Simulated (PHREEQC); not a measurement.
Nickel, zinc or cadmium bath (model solution)

Dissolve 0.013 mol ZnCl2 and 1.1 mol HCl per kg of water at 79 °C. Closed to the air; pH follows from the charge balance.

Equilibrium calculation in PHREEQC: ion-association model, phreeqc.dat.

```json
{
 "pH": "0.10",
 "ionic_strength": "1.11 mol/kgw",
 "activity_of_water": "0.962",
 "density": "0.992 g/cm³",
 "total_alkalinity": "-1100 meq/kg"
}
```

```tsv
species	molality	activity	log γ
H+	1.10	0.792	-0.143
Cl-	1.09	0.625	-0.243
ZnCl4-2	0.00468	0.000641	-0.864
ZnCl+	0.00347	0.00196	-0.248
ZnCl3-	0.00252	0.00142	-0.248
ZnCl2	0.00119	0.00154	0.111
Zn+2	0.00113	0.000155	-0.864
```

This is a speciation only: nothing precipitates in the calculation. The ionic strength is past about 0.7 mol/kgw, beyond the range of this activity model, so the values are rough. At this temperature some constants are extrapolated from 25 °C, and those without enthalpy data are left unchanged.
